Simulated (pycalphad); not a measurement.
Source of the numbers: pycalphad with the COST 507 light-alloy database (1999); pressure 1 atm. These are 1990s assessments: newer ones move some temperatures and phases. Amounts are mole fractions of atoms.

Give the equilibrium state of Hf-0.4C (at.%) at 2100 K.


```
T = 2100.00 K, P = 101325 Pa, N = 1 mol of atoms
G = -158567 J/mol, H = 61124 J/mol, S = 104.61 J/(mol K)  (SER reference)
chemical potentials (J/mol): Hf -157743, C -363793
phase             fraction      x(Hf)       x(C)
BCC_A2              0.6061     0.9997   0.000264
HCP_A3              0.3939     0.9903     0.0097
```

BCC_A2 is bcc; HCP_A3 is hcp.
